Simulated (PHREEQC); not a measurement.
# Acid rinse or clean: an equilibrium model

Solution (20 °C): 0.056 mol/kgw HBr and 0.00017 mol/kgw ZnSO4. Closed to the air; pH follows from the charge balance.

Computed with PHREEQC (ion-association model, wateq4f.dat).

This is a speciation only: nothing precipitates in the calculation.

Problem. Estimate the pH.

Solution. pH 1.32.

Problem. In which forms is S present?

Solution. HSO4- 69 %, SO4-2 30 % of the S.
